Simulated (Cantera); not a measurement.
Thermodynamics of boron, boron nitride and boron oxide, feed B2H6 + NH3 + N2 + O2

Charge: 1 mol B2H6, 5 mol NH3, 75 mol N2, a varied amount of O2, equilibrated at 1073 K and 0.0580 bar.

Method: chemical equilibrium by Gibbs-energy minimisation in Cantera with the NASA 1993 tables (ideal gas, pure condensed phases). Candidate condensed phases: B, BN, B2O3, B3O3H3, H2O; 39 gas species. The feed counts by its element totals alone. Mutual solubility and eutectic melting of coexisting phases are not modelled. Gases not in the tables: H3BO3. The numbers say what is thermodynamically allowed, not how fast it happens.

From 0.37 mol O2 to 1.4 mol O2 the condensed part is BN(s) + B2O3(l). From 1.8 mol O2 to 3.1 mol O2 the condensed part is B2O3(l).

```
n(O2) (mol)   x N2    x H2     x H2O   x HBO2  x (HBO2)3  n BN(s)  n B2O3(l)
-----------  -----  ------  --------  -------  ---------  -------  ---------
0.37         0.880   0.120  0.000419  9.22e-6    4.07e-8     1.53      0.234
0.45         0.880   0.120  0.000419  9.22e-6    4.06e-8     1.42      0.287
0.55         0.880   0.120  0.000419  9.21e-6    4.06e-8     1.29      0.354
0.67         0.880   0.120  0.000418  9.21e-6    4.05e-8     1.13      0.434
0.81         0.880   0.120  0.000418  9.21e-6    4.05e-8    0.945      0.527
0.98         0.880   0.119  0.000417  9.20e-6    4.04e-8    0.718      0.641
1.2          0.880   0.119  0.000417  9.19e-6    4.03e-8    0.425      0.787
1.4          0.881   0.119  0.000416  9.19e-6    4.02e-8    0.158      0.921
1.8          0.881   0.112   0.00680  3.71e-5    2.65e-6        0      0.998
2.1          0.881   0.106    0.0136  5.25e-5    7.51e-6        0      0.997
2.6          0.881  0.0943    0.0249  7.11e-5    1.87e-5        0      0.994
3.1          0.881  0.0830    0.0363  8.58e-5    3.27e-5        0      0.992
```
x: gas mole fraction; n: condensed amount in mol.
